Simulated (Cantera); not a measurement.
A closed system holds: 1 mol Si(CH3)4, 0.0058 mol C3H8, 130 mol H2, held at 13.3 mbar.

These are equilibrium values from Cantera (NASA tables, ideal gas, pure condensed phases), not measurements of a reactor. Candidate condensed phases: C, C6H6, C7H8, C8H18, Si, SiC; 87 gas species. Equilibrium is a limit: real reactors are often held back by kinetics, nucleation or transport.

Task: At 1450 °C, list the 4 most abundant gas species with their mole fractions, and the condensed phases.

Result: H2 0.998, H 0.00158, C2H2 (acetylene) 9.03e-5, CH4 1.34e-5. Condensed: C(graphite) + SiC(s).
